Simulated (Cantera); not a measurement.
What does this Cantera script print?

```python
import numpy as np
import cantera as ct

gas_names = """
    AL ALN ALO ALO2 AL2 AL2O AL2O2 N NO NO2 NO3 N2 N2O O O2 O3
""".split()
cond_names = """
    AL(cr) AL(L) ALN(s) AL2O3(a) AL2O3(L)
""".split()


# ... load() reads the species with a 1 bar reference pressure and builds the phases ...
atoms = {
    'AlN': {'AL': 1, 'N': 1},
    'O2': {'O': 2},
    'N2': {'N': 2},
}
top_T = {'ALN(s)': 2750}  # K; cautious upper limits of use, not melting points


# ... equilibrate(T, P, feed) seeds the gas with the atoms and calls Mixture.equilibrate('TP', solver="vcs", rtol=1e-11, max_steps=5000) ...
results = []
feed = {'AlN': 1, 'O2': 7.7, 'N2': 34}  # mol
T = 1600  # K
P = 23  # Pa
mix = equilibrate(T, P, feed)
results.append((T, P, feed, dict(zip(mix.species_names, mix.species_moles))))
print(gas.report(threshold=0.0001))
for i in range(1, mix.n_phases):
    print(f"{mix.phase(i).name:16s} {mix.phase_moles(i):12.5e} mol")
```

It prints:

```
       temperature   1600 K
          pressure   23 Pa
           density   4.9579e-05 kg/m^3
  mean mol. weight   28.676 kg/kmol
   phase of matter   gas

                          1 kg             1 kmol
                     ---------------   ---------------
          enthalpy        1.4825e+06        4.2512e+07  J
   internal energy        1.0186e+06        2.9209e+07  J
           entropy             11172        3.2037e+05  J/K
    Gibbs function       -1.6393e+07       -4.7009e+08  J
 heat capacity c_p            1232.9             35356  J/K
 heat capacity c_v            942.97             27041  J/K

                      mass frac. Y      mole frac. X     chem. pot. / RT
                     ---------------   ---------------   ---------------
                NO         0.0018525         0.0017704            -36.47
                N2           0.81208           0.83128           -34.775
                 O        0.00021775        0.00039029           -19.083
                O2           0.18585           0.16656           -38.165
     [  +12 minor]        1.5764e-07        9.8364e-08

AL(L)             0.00000e+00 mol
ALN(s)            0.00000e+00 mol
AL2O3(a)          5.00000e-01 mol
```

Method: chemical equilibrium by Gibbs-energy minimisation in Cantera with the NASA 1993 tables (ideal gas, pure condensed phases).
